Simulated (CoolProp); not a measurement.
Vapour-liquid equilibrium of cyclohexane (1) + n-heptane (2) at 12.4 bar; x and y are mole fractions of (1).

Values from CoolProp's multi-fluid Helmholtz-energy mixture model, Zhou 2014 and Span 2003; pair parameters Bell 2016.

**Question.** Give the bubble temperature and the first vapour's composition at x = 0.2, 0.8, 0.95. Is there an azeotrope?

**Answer.** x = 0.2: 483.1 K, y = 0.235; x = 0.8: 471.5 K, y = 0.833; x = 0.95: 468.9 K, y = 0.959. No azeotrope shows between x = 0.05 and 0.95.

Pair parameters are fitted to limited data, so mixtures are less certain than the pure fluids.
